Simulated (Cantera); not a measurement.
Cantera run, input and output.

```python
import numpy as np
import cantera as ct

surf = ct.Interface("ptcombust.yaml", "Pt_surf")
gas = surf.adjacent["gas"]
gas.TPX = 700, 180000, {'H2': 0.025, 'O2': 0.065, 'N2': 0.79}
surf.TP = 700, 180000
reactor = ct.FlowReactor(gas, clone=False)
reactor.area = 0.0001  # m2
reactor.surface_area_to_volume_ratio = 530  # 1/m
reactor.mass_flow_rate = 0.44 * reactor.area * gas.density  # inlet velocity 0.44 m/s
reactor.energy_enabled = False
wall = ct.ReactorSurface(surf, reactor, clone=False)
net = ct.ReactorNet([reactor])
net.rtol, net.atol = 1e-8, 1e-16
show, cover = ['H2', 'O2', 'H2O'], ['PT(S)', 'H(S)', 'O(S)', 'OH(S)', 'CO(S)', 'C(S)']

rows = []
print(f"{'z/m':>9s}{'u/(m/s)':>9s}" + "".join(f"{s:>13s}" for s in show + cover))
for z in [6.9e-05, 0.00015, 0.00032, 0.00069, 0.0015, 0.0032, 0.0069]:
    net.advance(z)
    rows.append([reactor.speed, *gas[show].X, *surf[cover].coverages])
    print(f"{z:9.4g}{rows[-1][0]:9.3g}" + "".join(f"{x:13.4e}" for x in rows[-1][1:]))
```

Output:

```
      z/m  u/(m/s)           H2           O2          H2O        PT(S)         H(S)         O(S)        OH(S)        CO(S)         C(S)
  6.9e-05    0.436   9.5039e-03   6.4983e-02   1.9178e-02   2.6238e-01   2.9107e-07   7.1998e-01   1.7523e-02  -8.2069e-25  -3.5871e-28
  0.00015    0.435   5.1677e-03   6.2946e-02   2.3576e-02   1.4734e-01   9.2561e-08   8.3780e-01   1.4792e-02   1.3131e-26  -1.3111e-29
  0.00032    0.434   2.6019e-03   6.1741e-02   2.6179e-02   7.5866e-02   2.7724e-08   9.1271e-01   1.1383e-02  -4.4008e-25  -3.6476e-28
  0.00069    0.434   1.2331e-03   6.1098e-02   2.7568e-02   3.7124e-02   8.0859e-09   9.5459e-01   8.2633e-03  -1.8105e-26  -1.3249e-29
   0.0015    0.434   5.5155e-04   6.0778e-02   2.8259e-02   1.8653e-02   2.5314e-09   9.7537e-01   5.9641e-03   7.5633e-26   1.0528e-29
   0.0032    0.434   2.2091e-04   6.0623e-02   2.8594e-02   1.1031e-02   1.0287e-09   9.8434e-01   4.6239e-03  -4.5008e-26  -7.2344e-29
   0.0069    0.434   5.9044e-05   6.0546e-02   2.8759e-02   8.1287e-03   5.9397e-10   9.8788e-01   3.9832e-03   4.9878e-28  -7.6589e-32
```

Detailed kinetics in Cantera: Deutschmann's 1995 Pt surface mechanism with GRI-Mech 3.0 gas chemistry. Catalytic surfaces can have several steady states; this one follows from the mechanism file's or the stated starting coverage. Mass transfer to the wall is taken as infinitely fast.
